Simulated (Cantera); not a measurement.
Input: 1 mol NH₃, 0.56 mol H₂O, 0.17 mol H₂, at 0.100 bar.

Equilibrium computed with Cantera from the NASA thermochemical tables; the gas is ideal and each condensed phase is pure. Candidate condensed phases: H₂O; 47 gas species. Ions and electrons are included (thermal ionisation). The numbers say what is thermodynamically allowed, not how fast it happens.

x: gas mole fraction; nothing condenses.

```tsv
T (K)	x H	x H₂	x H₂O	x N₂	x O	x OH	x N
2500	0.0597	0.565	0.194	0.177	0.000296	0.00425	3.89e-7
2750	0.152	0.494	0.169	0.167	0.00273	0.0140	3.10e-6
3000	0.308	0.380	0.115	0.148	0.0153	0.0309	1.69e-5
3250	0.499	0.242	0.0458	0.123	0.0462	0.0375	6.85e-5
3500	0.656	0.123	0.0101	0.104	0.0763	0.0246	0.000226
3750	0.741	0.0547	0.00165	0.0955	0.0908	0.0117	0.000656
4000	0.779	___	___	0.0916	0.0963	___	___
4250	0.794	0.0109	5.23e-5	0.0890	0.0985	0.00245	0.00395
4500	0.798	0.00533	1.16e-5	0.0861	0.0993	0.00121	0.00835
4750	0.798	___	___	0.0817	0.0995	___	___
5000	0.795	0.00153	8.44e-7	0.0748	0.0992	0.000355	0.0287
```

Problem. Fill in the missing entries.

Solution. 
- 4000, x H₂: 0.0239
- 4000, x H₂O: 0.000276
- 4000, x OH: 0.00526
- 4000, x N: 0.00170
- 4750, x H₂: 0.00277
- 4750, x H₂O: 2.94e-6
- 4750, x OH: 0.000639
- 4750, x N: 0.0161
